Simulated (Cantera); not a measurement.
TEOS + N2O + H2 (silicon oxide and oxynitride deposition)

Feed: 1 mol TEOS, 8.2 mol N2O, 2.8 mol H2, at 1300 K and 13.3 mbar.

These are equilibrium values from Cantera (NASA tables, ideal gas, pure condensed phases), not measurements of a reactor. Candidate condensed phases: C, C6H6, C7H8, C8H18, H2O, Si, SiC, SiO2, Si2N2O, Si3N4; 151 gas species. The feed counts by its element totals alone. The tables hold silica as quartz up to 1696 K and as liquid above; real silica turns to tridymite and cristobalite and melts near 1996 K. Rates play no part.

```yaml
x(H2): 0.386
x(N2): 0.283
x(CO): 0.255
x(H2O): 0.0552
x(CO2): 0.0207
x(H): 5.95e-6
n(SiO2(β-quartz)): 1.00 mol
gas_amount: 29.00 mol
log10 activity of C(graphite) (absent): -3.66
log10 activity of Si(s) (absent): -11.43
```
